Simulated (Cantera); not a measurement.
Charge: 1 mol CaO, 10 mol O₂, 0.93 mol N₂, held at 1248 K and 0.100 bar.

Equilibrium computed with Cantera from the NASA thermochemical tables; the gas is ideal and each condensed phase is pure. Candidate condensed phases: Ca, CaO; 12 gas species. The numbers say what is thermodynamically allowed, not how fast it happens.

Base state: O₂ 0.915, N₂ 0.0850, NO 0.000191 (mole fractions); condensed: CaO(s).

Question: What changes in the equilibrium state with this change: temperature from 1248 K to 1750 K?

Answer: 
```
species        before     after
-----------  --------  --------
O₂              0.915     0.914
N₂             0.0850    0.0839
NO           0.000191   0.00238
O             2.01e-7  0.000226
CaO(s), mol      1.00      1.00
```
